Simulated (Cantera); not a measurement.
A perfectly stirred reactor is fed with N2O : H2O = 1 : 0.017 (molar parts), at 100000 Pa; it is held at 1300 K, and followed from long to short residence time.

Cantera simulation using GRI-Mech 3.0 (53 species, 325 reactions); the numbers are that mechanism's predictions, not measurements. GRI-Mech 3.0 was tuned for natural gas; its chemistry of N2O as a main component is partial and can be far from experiment. The mechanism lacks the step 2 NO + O2 → 2 NO2, which can matter for NO2 below about 1400 K. The temperature is held fixed by assumption; the heat of reaction is taken as removed at once.

**Question.** What does this change do: pressure from 100000 Pa to 2900 Pa?

**Answer.** 
```json
[
 {"quantity": "x(N2O) at τ = 18.0 s", "before": "0.0169", "after": "0.252"},
 {"quantity": "x(H2O) at τ = 18.0 s", "before": "0.0113", "after": "0.0126"},
 {"quantity": "x(NO) at τ = 18.0 s", "before": "0.0258", "after": "0.0631"},
 {"quantity": "x(H) at τ = 18.0 s", "before": "1.39e-9", "after": "1.81e-8"},
 {"quantity": "x(H2) at τ = 18.0 s", "before": "1.52e-8", "after": "8.71e-8"},
 {"quantity": "x(N2O) at τ = 0.160 s", "before": "0.550", "after": "0.958"},
 {"quantity": "x(H2O) at τ = 0.160 s", "before": "0.0143", "after": "0.0166"},
 {"quantity": "x(NO) at τ = 0.160 s", "before": "0.0341", "after": "0.00216"},
 {"quantity": "x(H) at τ = 0.160 s", "before": "7.66e-9", "after": "9.09e-9"},
 {"quantity": "x(H2) at τ = 0.160 s", "before": "4.62e-8", "after": "8.69e-8"}
]
```
Radical loss at walls, strong at low pressure, is not modelled.
